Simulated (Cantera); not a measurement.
Cantera run:

```python
import numpy as np
import cantera as ct

gas_names = """
    Fe H H2 H2S N NH NH2 NH3 N2 N2H2 N2H4 S SH SN S2 S8
""".split()
cond_names = """
    Fe(a) Fe(c) Fe(d) Fe(L) FeS(a) FeS(b) FeS(c) FeS(L) FeS2(s) S(cr1) S(cr2) S(L)
""".split()


# ... load() reads the species with a 1 bar reference pressure and builds the phases ...
atoms = {
    'FeS2': {'Fe': 1, 'S': 2},
    'H2': {'H': 2},
    'N2': {'N': 2},
}
top_T = {'FeS2(s)': 1010}  # K; cautious upper limits of use, not melting points


# ... equilibrate(T, P, feed) seeds the gas with the atoms and calls Mixture.equilibrate('TP', solver="vcs", rtol=1e-11, max_steps=5000) ...
results = []
feed = {'FeS2': 1, 'H2': 1900, 'N2': 3.3}  # mol
T = 925  # K
P = 133.322  # Pa
mix = equilibrate(T, P, feed)
results.append((T, P, feed, dict(zip(mix.species_names, mix.species_moles))))
print(gas.report(threshold=1e-06))
for i in range(1, mix.n_phases):
    print(f"{mix.phase(i).name:16s} {mix.phase_moles(i):12.5e} mol")
```

Result:

```
       temperature   925 K
          pressure   133.32 Pa
           density   3.6051e-05 kg/m^3
  mean mol. weight   2.0797 kg/kmol
   phase of matter   gas

                          1 kg             1 kmol
                     ---------------   ---------------
          enthalpy        8.8572e+06         1.842e+07  J
   internal energy        5.1591e+06        1.0729e+07  J
           entropy        1.0542e+05        2.1923e+05  J/K
    Gibbs function       -8.8654e+07       -1.8437e+08  J
 heat capacity c_p             14454             30059  J/K
 heat capacity c_v             10456             21745  J/K

                      mass frac. Y      mole frac. X     chem. pot. / RT
                     ---------------   ---------------   ---------------
                H2           0.96714           0.99769           -23.938
               H2S         0.0095071        0.00058022           -43.496
                N2          0.023355         0.0017338           -37.642
     [  +13 minor]        8.3486e-07         8.385e-08

Fe(a)             1.04385e-01 mol
FeS(c)            8.95615e-01 mol
FeS2(s)           0.00000e+00 mol
S(L)              0.00000e+00 mol
```

Cantera equilibrium calculation (NASA polynomials, part measured and part estimated; ideal gas, pure solids and liquids). FeS: taken at fixed stoichiometry.
